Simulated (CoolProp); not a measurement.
Computed with CoolProp (reference Helmholtz-energy equation of state, Gedanitz 2015).

Problem. For cyclopentane, give the phase and the cv (kJ/(kg K)) at 439.6 K and 1.01 bar; 452.8 K and 1.01 bar; 466 K and 1.01 bar.

Solution. 
- 439.6 K and 1.01 bar: gas; cv 1.77
- 452.8 K and 1.01 bar: gas; cv 1.83
- 466 K and 1.01 bar: gas; cv 1.89
